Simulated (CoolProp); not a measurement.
Computed with CoolProp (reference Helmholtz-energy equation of state, Lemmon 2006). It is a short technical equation, of lower accuracy than the large ones.

Question: For nitrous oxide, give the phase and the density (kg/m³), isothermal compressibility (1/MPa) at 62.65 °C and 10.5 bar; 62.65 °C and 61.6 bar.

Answer: 
- 62.65 °C and 10.5 bar: gas; density 17.2, isothermal compressibility 0.992
- 62.65 °C and 61.6 bar: gas; density 132, isothermal compressibility 0.234
